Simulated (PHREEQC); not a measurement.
Consider water at 25 °C with 1.5 mmol/kgw NH3, 0.054 mmol/kgw H3BO3 and 110 mmol/kgw (CH3)4NCl. Closed to the air; pH follows from the charge balance.

Computed with PHREEQC (ion-association model, phreeqc.dat).

```json
{
  "pH": "10.13",
  "ionic_strength": "0.110 mol/kgw",
  "total_alkalinity": "1.50 meq/kg"
}
```

```
species   molality  activity   log γ
--------  --------  --------  ------
Cl-          0.110    0.0835  -0.119
(CH3)4N+     0.110    0.0838  -0.118
NH3        0.00127   0.00130   0.011
NH4+      0.000230  0.000169  -0.133
OH-       0.000181  0.000136  -0.123
H2BO3-     4.92e-5   3.82e-5  -0.110
H3BO3      4.79e-6   4.91e-6   0.011
```

No solid was allowed to form. (CH3)4N+ isn't in the database: it is added as a free cation with an ion size of 4 Å.
